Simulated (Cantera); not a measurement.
Input (Python, Cantera) and output of one run.

```python
import numpy as np
import cantera as ct

gas_names = """
    H HO2 H2 H2O H2O2 Na NaH NaO NaOH Na2 Na2O Na2O2H2 O OH O2 O3
""".split()
cond_names = """
    H2O(s) H2O(L) Na(cr) Na(L) NaOH(a) NaOH(L) NaO2(s) Na2O(c) Na2O(a) Na2O(L) Na2O2(a) Na2O2(b)
""".split()


def load(file, names, dense=False):
    # The tables refer to 1 bar. Condensed volumes are neglected.
    table = {s.name: s for s in ct.Species.list_from_file(file)}
    out = []
    for n in names:
        d = dict(table[n].input_data)
        d["thermo"] = dict(d["thermo"], **{"reference-pressure": 1e5})
        if dense:
            d["equation-of-state"] = {"model": "constant-volume", "density": "1e6 g/cm^3"}
        out.append(ct.Species.from_dict(d))
    return out


gas = ct.Solution(thermo="ideal-gas", species=load("nasa_gas.yaml", gas_names))
cond = {s.name: ct.Solution(thermo="fixed-stoichiometry", species=[s], name=s.name)
        for s in load("nasa_condensed.yaml", cond_names, dense=True)}
atoms = {
    'NaOH': {'Na': 1, 'O': 1, 'H': 1},
    'H2O': {'H': 2, 'O': 1},
}
top_T = {'NaO2(s)': 800, 'Na2O2(b)': 940}  # K; cautious upper limits of use, not melting points


def equilibrate(T, P, feed):
    n = {}
    for name, mol in feed.items():
        for a, k in atoms[name].items():
            n[a] = n.get(a, 0.0) + k * mol
    gas.TPX = T, P, n
    mass = sum(n.values()) * gas.mean_molecular_weight
    gas.equilibrate("TP")
    valid = [c for c in cond.values() if c.min_temp <= T <= top_T.get(c.name, c.max_temp)]
    mix = ct.Mixture([(gas, mass / gas.mean_molecular_weight)] + [(c, 0.0) for c in valid])
    mix.T, mix.P = T, P
    mix.equilibrate("TP", solver="vcs", rtol=1e-11, max_steps=5000)
    return mix


results = []
feed = {'NaOH': 1, 'H2O': 1.8}  # mol
T = 1273.15  # K
P = 38  # Pa
mix = equilibrate(T, P, feed)
results.append((T, P, feed, dict(zip(mix.species_names, mix.species_moles))))
x = sorted(zip(gas.X, gas.species_names), reverse=True)
print(f"T = {T:g} K  P = {P:g} Pa  gas = {mix.phase_moles(0):.4g} mol")
print("   x: " + "  ".join(f"{s} {v:.3e}" for v, s in x if v > 0.0001))
print("   condensed (mol): " + ("  ".join(f"{mix.phase(i).name} {mix.phase_moles(i):.4g}"
      for i in range(1, mix.n_phases) if mix.phase_moles(i) > 1e-12) or "none"))
```

It prints:

```
T = 1273.15 K  P = 38 Pa  gas = 2.889 mol
   x: H2O 6.436e-01  NaOH 3.048e-01  Na 4.106e-02  O2 1.025e-02  Na2O2H2 1.207e-04
   condensed (mol): none
```

Equilibrium computed with Cantera from the NASA thermochemical tables; the gas is ideal and each condensed phase is pure.
